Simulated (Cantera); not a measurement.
Source: NASA polynomial tables (part measured, part estimated), evaluated in Cantera. Values are per mole of reaction as written; species without (g) are pure solids or liquids, kept so even where they would boil at 1 bar.

Between 300 and 1873 K, where is each reaction favourable under standard conditions?
- 7 H2(g) + 12 Cl(g) + Ti4O7 ⇌ 7 H2O(g) + 4 TiCl3(g)


- 7 H2(g) + 12 Cl(g) + Ti4O7 ⇌ 7 H2O(g) + 4 TiCl3(g): ΔG° is -1749 kJ at 300 K and -667 kJ at 1873 K; it stays negative (K > 1). ΔH° is -2120 kJ and ΔS° -776 J/K at 1873 K.
